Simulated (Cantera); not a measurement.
Feed: 1 mol SiH2Cl2, 0.12 mol C2H4, 16 mol H2, 0.059 mol C2H2, held at 1527 °C and 1000 Pa.

Method: chemical equilibrium by Gibbs-energy minimisation in Cantera with the NASA 1993 tables (ideal gas, pure condensed phases). Candidate condensed phases: C, C6H6, C7H8, C8H18, Si, SiC; 109 gas species. Mutual solubility and eutectic melting of coexisting phases are not modelled. The tables' values for SiCl, SiCl3 are old estimates; treat these amounts as uncertain. Gases not in the tables: Si2H6 and higher silanes. Equilibrium is a limit: real reactors are often held back by kinetics, nucleation or transport.

Base state: H2 0.905, HCl 0.0725, SiCl2 0.0180, H 0.00341, Si 0.000318, SiCl 0.000210, Cl 0.000209, SiCl3 6.91e-5 (mole fractions); condensed: Si(l) + SiC(s).

**Question.** What changes in the equilibrium state with this change: pressure from 1000 Pa to 100000 Pa?

**Answer.** 
| species | before | after |
|---|---|---|
| H2 | 0.905 | 0.910 |
| HCl | 0.0725 | 0.0717 |
| SiCl2 | 0.0180 | 0.0175 |
| H | 0.00341 | 0.000341 |
| CH4 | 1.52e-7 | 1.53e-5 |
| Si | 0.000318 | 3.18e-6 |
| Si(l), mol | 0.300 | 0.305 |
| SiC(s), mol | 0.358 | 0.358 |
The tables' values for SiCl3, SiCl are old estimates; treat these amounts as uncertain.
